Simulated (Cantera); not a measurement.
What does this Cantera script print?

```python
import numpy as np
import cantera as ct

gas_names = """
    CL CL2 H HCL H2 N NH NH2 NH3 N2 N2H2 N2H4 Si SiCL SiCL2 SiCL3 SiCL4 SiH SiHCL3 SiH2 SiH2CL2 SiH3
    SiH3CL SiH4 SiN Si2 Si2N Si3
""".split()
cond_names = """
    NH4CL(a) NH4CL(b) Si(cr) Si(L) Si3N4(a)
""".split()


# ... load() reads the species with a 1 bar reference pressure and builds the phases ...
atoms = {
    'Si3H8': {'Si': 3, 'H': 8},
    'Cl2': {'CL': 2},
    'N2': {'N': 2},
}
top_T = {'Si3N4(a)': 2400}  # K; cautious upper limits of use, not melting points


# ... equilibrate(T, P, feed) seeds the gas with the atoms and calls Mixture.equilibrate('TP', solver="vcs", rtol=1e-11, max_steps=5000) ...
results = []
T = 1225  # K
P = 2500  # Pa
for m in [13, 16, 19, 23, 28, 34, 42, 51, 62, 75, 92, 110]:
    feed = {'Si3H8': 1, 'Cl2': 0.29, 'N2': m}  # mol
    mix = equilibrate(T, P, feed)
    results.append((T, P, feed, dict(zip(mix.species_names, mix.species_moles))))
    x = sorted(zip(gas.X, gas.species_names), reverse=True)
    print(f"T = {T:g} K  P = {P:g} Pa  n(N2) = {m:g} mol  gas = {mix.phase_moles(0):.4g} mol")
    print("   x: " + "  ".join(f"{s} {v:.3e}" for v, s in x if v > 0.0001))
    print("   condensed (mol): " + ("  ".join(f"{mix.phase(i).name} {mix.phase_moles(i):.4g}"
          for i in range(1, mix.n_phases) if mix.phase_moles(i) > 1e-12) or "none"))
```

Output:

```
T = 1225 K  P = 2500 Pa  n(N2) = 13 mol  gas = 15.29 mol
   x: N2 7.194e-01  H2 2.426e-01  HCL 3.792e-02
   condensed (mol): Si3N4(a) 1
T = 1225 K  P = 2500 Pa  n(N2) = 16 mol  gas = 18.29 mol
   x: N2 7.654e-01  H2 2.028e-01  HCL 3.170e-02
   condensed (mol): Si3N4(a) 1
T = 1225 K  P = 2500 Pa  n(N2) = 19 mol  gas = 21.29 mol
   x: N2 7.985e-01  H2 1.743e-01  HCL 2.723e-02
   condensed (mol): Si3N4(a) 1
T = 1225 K  P = 2500 Pa  n(N2) = 23 mol  gas = 25.29 mol
   x: N2 8.304e-01  H2 1.467e-01  HCL 2.293e-02
   condensed (mol): Si3N4(a) 1
T = 1225 K  P = 2500 Pa  n(N2) = 28 mol  gas = 30.29 mol
   x: N2 8.584e-01  H2 1.225e-01  HCL 1.914e-02
   condensed (mol): Si3N4(a) 1
T = 1225 K  P = 2500 Pa  n(N2) = 34 mol  gas = 36.29 mol
   x: N2 8.818e-01  H2 1.022e-01  HCL 1.598e-02
   condensed (mol): Si3N4(a) 1
T = 1225 K  P = 2500 Pa  n(N2) = 42 mol  gas = 44.29 mol
   x: N2 9.031e-01  H2 8.377e-02  HCL 1.309e-02
   condensed (mol): Si3N4(a) 1
T = 1225 K  P = 2500 Pa  n(N2) = 51 mol  gas = 53.29 mol
   x: N2 9.195e-01  H2 6.962e-02  HCL 1.088e-02
   condensed (mol): Si3N4(a) 1
T = 1225 K  P = 2500 Pa  n(N2) = 62 mol  gas = 64.29 mol
   x: N2 9.333e-01  H2 5.771e-02  HCL 9.020e-03
   condensed (mol): Si3N4(a) 1
T = 1225 K  P = 2500 Pa  n(N2) = 75 mol  gas = 77.29 mol
   x: N2 9.445e-01  H2 4.800e-02  HCL 7.503e-03
   condensed (mol): Si3N4(a) 1
T = 1225 K  P = 2500 Pa  n(N2) = 92 mol  gas = 94.29 mol
   x: N2 9.545e-01  H2 3.935e-02  HCL 6.150e-03
   condensed (mol): Si3N4(a) 1
T = 1225 K  P = 2500 Pa  n(N2) = 110 mol  gas = 112.3 mol
   x: N2 9.618e-01  H2 3.304e-02  HCL 5.164e-03
   condensed (mol): Si3N4(a) 1
```

These are equilibrium values from Cantera (NASA tables, ideal gas, pure condensed phases), not measurements of a reactor. The feed counts by its element totals alone. N2 is the only nitrogen source here; it is nearly inert below about 1500 K, so the nitride shown seldom forms there in practice.
